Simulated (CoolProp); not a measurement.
A closed Brayton cycle with carbon dioxide: compressor inlet 325.15 K and 8 MPa, high pressure 22.6 MPa, turbine inlet 930 K, compressor efficiency 0.8, turbine efficiency 0.9, recuperator effectiveness 0 (on enthalpy, no pinch check). Each further row changes one setting.

The numbers come from the reference Helmholtz-energy equation of state, Span 1996 in CoolProp.

```
case                           thermal efficiency (%)  net work (kJ/kg)  compressor to turbine work  compressor exit (K)  turbine exit (K)
-----------------------------  ----------------------  ----------------  --------------------------  -------------------  ----------------
as stated                                        14.4              96.1                        0.38                416.0             796.7
turbine inlet 880 K                              14.4              87.0                        0.40                416.0             751.4
compressor inlet 335.15 K                        13.9              89.3                        0.42                432.1             796.7
high pressure 19.2 MPa                           12.4              84.2                        0.36                401.1             816.9
recuperator effectiveness 0.5                    21.4              96.1                        0.38                416.0             796.7
```
